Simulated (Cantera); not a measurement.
Input: 1 mol Si₃N₄, a varied amount of Cl₂, 96 mol N₂, at 1073 K and 1.33 mbar.

These are equilibrium values from Cantera (NASA tables, ideal gas, pure condensed phases), not measurements of a reactor. Candidate condensed phases: Si, Si₃N₄; 13 gas species. The numbers say what is thermodynamically allowed, not how fast it happens.

Question: Which condensed phases are stable at each of these points (n(Cl₂) (mol)): 0.69, 1.2, 1.8, 2.3, 2.8, 3.4, 3.9, 4.5, 5, 5.5, 6.1?

Answer: 
```csv
n(Cl₂) (mol),condensed phases,Si condensed (%)
0.69,Si₃N₄(s),88.4
1.2,Si₃N₄(s),79.8
1.8,Si₃N₄(s),69.8
2.3,Si₃N₄(s),61.4
2.8,Si₃N₄(s),53.0
3.4,Si₃N₄(s),43.0
3.9,Si₃N₄(s),34.6
4.5,Si₃N₄(s),24.6
5,Si₃N₄(s),16.2
5.5,Si₃N₄(s),7.9
6.1,gas only,0.0
```

From 0.69 mol Cl₂ to 5.5 mol Cl₂ the condensed part is Si₃N₄(s). At 6.1 mol Cl₂ nothing is condensed.
